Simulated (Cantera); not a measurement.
A closed system holds: 1 mol SiHCl3, 27 mol N2, 1.9 mol H2, held at 1698.15 K and 0.530 bar.

Method: chemical equilibrium by Gibbs-energy minimisation in Cantera with the NASA 1993 tables (ideal gas, pure condensed phases). Candidate condensed phases: NH4Cl, Si, Si3N4; 28 gas species. The tables' values for SiCl3 are old estimates; treat these amounts as uncertain. Rates play no part.

Base state: N2 0.874, HCl 0.0712, H2 0.0432, SiCl2 0.00925, SiCl3 0.00187, SiCl4 0.000749, SiHCl3 8.76e-5, Cl 5.30e-5 (mole fractions); condensed: Si3N4(s).

Problem. What changes in the equilibrium state with this change: SiHCl3 replaced by SiF4?

Solution. 
| species | before | after |
|---|---|---|
| N2 | 0.874 | 0.900 |
| H2 | 0.0432 | 0.0600 |
| SiF4 | 0 | 0.0275 |
| HCl | 0.0712 | 0 |
| SiCl2 | 0.00925 | 0 |
| HF | 0 | 0.00618 |
| SiF3 | 0 | 0.00496 |
| SiCl3 | 0.00187 | 0 |
| Si3N4(s), mol | 0.212 | 0 |
The tables' values for SiF3, SiF2 are old estimates; treat these amounts as uncertain.

Problem. What changes in the equilibrium state with this change: SiHCl3 replaced by trisilylamine?

Solution. 
| species | before | after |
|---|---|---|
| N2 | 0.874 | 0.799 |
| H2 | 0.0432 | 0.201 |
| H | 4.14e-5 | 8.91e-5 |
| HCl | 0.0712 | 0 |
| SiCl2 | 0.00925 | 0 |
| SiCl3 | 0.00187 | 0 |
| SiCl4 | 0.000749 | 0 |
| SiHCl3 | 8.76e-5 | 0 |
| Cl | 5.30e-5 | 0 |
| Si3N4(s), mol | 0.212 | 1.000 |
The feed counts by its element totals alone.
